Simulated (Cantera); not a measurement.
Cantera with NASA thermochemical tables; ideal gases at 1 bar, condensed phases pure. Values are per mole of reaction as written; species without (g) are pure solids or liquids, kept so even where they would boil at 1 bar.

Problem. Between 450 and 650 K, where is each reaction favourable under standard conditions?
- P4O10 ⇌ 5 O2(g) + 2 P2(g)

Solution. 
- P4O10 ⇌ 5 O2(g) + 2 P2(g): ΔG° is 2743 kJ at 450 K and 2502 kJ at 650 K; it stays positive (K < 1). ΔH° is 3275 kJ and ΔS° 1189 J/K at 650 K.
